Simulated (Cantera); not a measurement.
Feed: 1 mol Fe(CO)₅, 0.1 mol CO, 0.11 mol H₂, equilibrated at 1323.15 K and 101000 Pa.

These are equilibrium values from Cantera (NASA tables, ideal gas, pure condensed phases), not measurements of a reactor. Candidate condensed phases: C, C₆H₆, C₇H₈, C₈H₁₈, Fe, Fe(CO)₅, FeO, Fe(OH)₂, Fe(OH)₃, Fe₂O₃, Fe₃O₄, H₂O; 114 gas species. Condensed phases not in the tables: cementite and carbon dissolved in iron. Kinetics and transport are ignored.

Base state: CO 0.975, H₂ 0.0210, CO₂ 0.00380, H₂O 0.000152 (mole fractions); condensed: C(graphite) + Fe(γ).

What changes in the equilibrium state with this change: temperature from 1323.15 K to 1423 K?


```csv
species,before,after
CO,0.975,0.978
H₂,0.0210,0.0211
CO₂,0.00380,0.00132
H₂O,0.000152,6.44e-5
"C(graphite), mol",0.0205,0.00719
"Fe(γ), mol",1.00,1.00
```
Iron dissolves carbon and melts from about 1420 K in contact with it, which pure phases cannot show.

What changes in the equilibrium state with this change: H₂ from 0.11 to 30 mol?


| species | before | after |
|---|---|---|
| H₂ | 0.0210 | 0.852 |
| CO | 0.975 | 0.144 |
| CH₄ | 3.05e-6 | 0.00222 |
| CO₂ | 0.00380 | 0.000185 |
| H₂O | 0.000152 | 0.00204 |
| C(graphite), mol | 0.0205 | 0 |
| Fe(γ), mol | 1.00 | 1.00 |
